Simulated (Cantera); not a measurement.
## Silicon oxide and oxynitride deposition: HMDSO + O2 + N2

Input: 1 mol HMDSO, 9.3 mol O2, a varied amount of N2, equilibrated at 1702 °C and 330 Torr.

Method: chemical equilibrium by Gibbs-energy minimisation in Cantera with the NASA 1993 tables (ideal gas, pure condensed phases). Candidate condensed phases: C, C6H6, C7H8, C8H18, H2O, Si, SiC, SiO2, Si2N2O, Si3N4; 151 gas species. The feed counts by its element totals alone. The tables hold silica as quartz up to 1696 K and as liquid above; real silica turns to tridymite and cristobalite and melts near 1996 K. Gases not in the tables: Si(OH)4. The numbers say what is thermodynamically allowed, not how fast it happens.

From 1 mol N2 to 120 mol N2 the condensed part is SiO2(condensed).

| n(N2) (mol) | x N2 | x H2O | x CO | x CO2 | x H2 | x H | x OH | x SiO | n SiO2(condensed) |
|---|---|---|---|---|---|---|---|---|---|
| 1 | 0.0625 | 0.436 | 0.211 | 0.163 | 0.126 | 0.000731 | 0.000242 | 3.17e-5 | 2.00 |
| 2.2 | 0.128 | 0.406 | 0.197 | 0.152 | 0.117 | 0.000705 | 0.000233 | 3.17e-5 | 2.00 |
| 4.9 | 0.246 | 0.351 | 0.170 | 0.131 | 0.101 | 0.000656 | 0.000217 | 3.17e-5 | 2.00 |
| 11 | 0.423 | 0.268 | 0.130 | 0.101 | 0.0773 | 0.000573 | 0.000190 | 3.17e-5 | 2.00 |
| 24 | 0.615 | 0.179 | 0.0867 | 0.0671 | 0.0515 | 0.000468 | 0.000155 | 3.17e-5 | 2.00 |
| 53 | 0.779 | 0.103 | 0.0497 | 0.0385 | 0.0295 | 0.000354 | 0.000117 | 3.17e-5 | 2.00 |
| 120 | 0.889 | 0.0516 | 0.0250 | 0.0194 | 0.0149 | 0.000251 | 8.33e-5 | 3.17e-5 | 2.00 |
x: gas mole fraction; n: condensed amount in mol.
